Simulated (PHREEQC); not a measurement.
Solution (25 °C): 0.13 mol ZnCl2 and 0.051 mol H3BO3 per kg of water. Closed to the air; pH follows from the charge balance.

Computed with PHREEQC (ion-association model, phreeqc.dat).

This is a speciation only: nothing precipitates in the calculation.

Task: What pH, density does the model give?

Result: pH 4.89; density 1.014 g/cm³.

Task: In which forms is Cl present?

Result: Cl- 91 %, ZnCl+ 6.6 %, ZnCl2 1.4 %, ZnCl3- 0.6 % of the Cl.

Complexes and solids missing from the database can't appear.
